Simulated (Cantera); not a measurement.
## Abatement and gas-phase synthesis: CS₂ + O₂ + N₂ + H₂O

Charge: 1 mol CS₂, 3.9 mol O₂, 6.8 mol N₂, 5.2 mol H₂O, equilibrated at 1.33 mbar.

Equilibrium computed with Cantera from the NASA thermochemical tables; the gas is ideal and each condensed phase is pure. Candidate condensed phases: C, C₆H₆, C₇H₈, C₈H₁₈, H₂O, H₂SO₄, S; 150 gas species. Kinetics and transport are ignored.

From 1350 K to 1900 K nothing is condensed. The main C-bearing gas is CO₂ throughout.

```tsv
T (K)	log p N₂	log p H₂O	log p SO₂	log p CO₂	log p O₂	log p OH	log p H₂	log p CO
1350	-3.24	-3.36	-3.78	-4.08	-4.12	-6.78	-7.99	-8.41
1400	-3.24	-3.36	-3.78	-4.08	-4.12	-6.55	-7.64	-8.02
1450	-3.24	-3.36	-3.78	-4.08	-4.12	-6.34	-7.32	-7.66
1500	-3.24	-3.36	-3.78	-4.08	-4.12	-6.15	-7.02	-7.32
1550	-3.24	-3.36	-3.78	-4.08	-4.13	-5.97	-6.74	-7.01
1600	-3.24	-3.36	-3.78	-4.08	-4.13	-5.80	-6.48	-6.71
1650	-3.24	-3.36	-3.78	-4.08	-4.13	-5.63	-6.23	-6.44
1700	-3.25	-3.36	-3.78	-4.08	-4.13	-5.48	-6.00	-6.18
1750	-3.25	-3.37	-3.78	-4.08	-4.13	-5.34	-5.78	-5.94
1800	-3.25	-3.37	-3.78	-4.09	-4.13	-5.21	-5.57	-5.71
1850	-3.25	-3.37	-3.78	-4.10	-4.12	-5.08	-5.38	-5.50
1900	-3.25	-3.38	-3.78	-4.11	-4.12	-4.96	-5.20	-5.31
```
log p: log10 of the partial pressure in bar; nothing condenses.
